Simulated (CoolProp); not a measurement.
Vapour-liquid equilibrium of ethylene (1) + isobutane (2) at 192.2 K; x and y are mole fractions of (1).

Computed with CoolProp (multi-fluid Helmholtz-energy mixture model, Smukala 2000 and Bücker 2006; pair parameters Bell 2016).

```csv
x,bubble pressure (MPa),y at the bubble point,dew pressure at overall composition x (MPa),liquid density (mol/L)
0.05,0.01517,0.867,0.002216,11.72
0.15,0.04277,0.957,0.002475,12.28
0.25,0.07233,0.977,0.002802,12.88
0.35,0.1037,0.986,0.003229,13.53
0.45,0.1365,0.991,0.003809,14.23
0.55,0.1704,0.994,0.004643,14.98
0.65,0.2049,0.996,0.005945,15.79
0.75,0.2396,0.998,0.008262,16.65
0.85,0.2741,0.999,0.01353,17.57
0.95,0.3087,1.000,0.03744,18.53
```

No azeotrope shows between x = 0.05 and 0.95.

Pair parameters are fitted to limited data, so mixtures are less certain than the pure fluids.
